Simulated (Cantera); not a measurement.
A perfectly stirred reactor is fed with C₂H₆ : N₂ = 1 : 2.4 (molar parts), at 17.0 Pa; it is held at 1675 K, and followed from long to short residence time.

Model: GRI-Mech 3.0 (53 species, 325 reactions), integrated in Cantera. GRI-Mech 3.0 stops at C3 and has no aromatics, soot or wall deposition, so with more carbon than oxygen in the feed, carbon stays in small species such as C2H2 where larger ones or solid carbon would form. Radical loss at walls, strong at low pressure, is not modelled.

Task: What does this change do: N2 2.4 to 0.37 parts?

Result: 
| quantity | before | after |
|---|---|---|
| x(C₂H₆) at τ = 4.10 s | 0.000876 | 0.00114 |
| x(CH₂) at τ = 4.10 s | 1.86e-5 | 1.52e-5 |
| x(H) at τ = 4.10 s | 0.00198 | 0.00277 |
| x(H₂) at τ = 4.10 s | 0.298 | 0.495 |
| x(C₂H) at τ = 4.10 s | 5.28e-6 | 7.41e-6 |
| x(C₂H₆) at τ = 25.0 ms | 0.104 | 0.161 |
| x(CH₂) at τ = 25.0 ms | 8.66e-5 | 9.11e-5 |
| x(H) at τ = 25.0 ms | 0.00163 | 0.00257 |
| x(H₂) at τ = 25.0 ms | 0.0818 | 0.183 |
| x(C₂H) at τ = 25.0 ms | 1.69e-6 | 3.65e-6 |
